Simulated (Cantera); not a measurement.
A perfectly stirred reactor is fed with H₂ : O₂ : N₂ = 1 : 0.357 : 1.34 (molar parts), at 1.01 bar; it is adiabatic with a 325 K inlet, and is followed from long to short residence time, starting on the burning branch (τ in s: 0.31, 0.093, 0.028, 0.0084, 0.0025, 0.00076, 0.00023, 6.8e-05, 2.1e-05).

Detailed kinetics in Cantera: GRI-Mech 3.0 (53 species, 325 reactions).

One state of this run: T (K) = 2170; x H₂ = 0.117; x O₂ = 0.000912; x NO₂ = 1.17e-9; x HO₂ = 6.55e-7; x H = 0.0183; x NO = 7.10e-5. x: mole fraction; the columns are a selection and need not sum to one.

Question: Which value of τ (s) does it belong to?
A. 0.00076
B. 0.0025
C. 0.0084
D. 0.31

Answer: B, 0.0025
